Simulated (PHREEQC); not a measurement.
0.95 g of hydrous ferric oxide (600 m²/g; 0.2 weak and 0.005 strong sites per Fe, Dzombak-Morel constants, diffuse double layer) in 1 kg of water with 0.1 mol/kgw of an inert sodium salt and 0.00055 mol/kgw CaCl2 and 0.00027 mol/kgw Na2HAsO4, at 25 °C; the pH is set by adding NaOH or the inert anion's acid. Oxygen is held at 0.21 atm. No CO2 enters from the air. Nothing may precipitate in this run.

Base run: PHREEQC, ion-association model, wateq4f.dat. Each further column changes one thing. The table gives Ca sorbed (%).

```tsv
pH	base	no electrostatic term (-no_edl)	background salt from 0.1 to 0.01 mol/kgw	oxide from 0.95 to 4.8 g/kgw	0.0072 mol/kgw H3BO3 added
3	0.0	0.0	0.0	0.0	0.0
4.12	0.0	0.1	0.0	0.0	0.0
4.88	0.0	0.7	0.0	0.0	0.0
6	0.2	4.7	0.2	0.6	0.2
7.12	6.6	9.0	7.5	16.2	6.6
7.88	16.6	13.9	21.1	50.7	16.6
9	84.3	35.8	92.0	97.5	83.9
```

The database has no arsenate complexes of Ca. The oxide is taken as insoluble; below pH 4 it would dissolve.
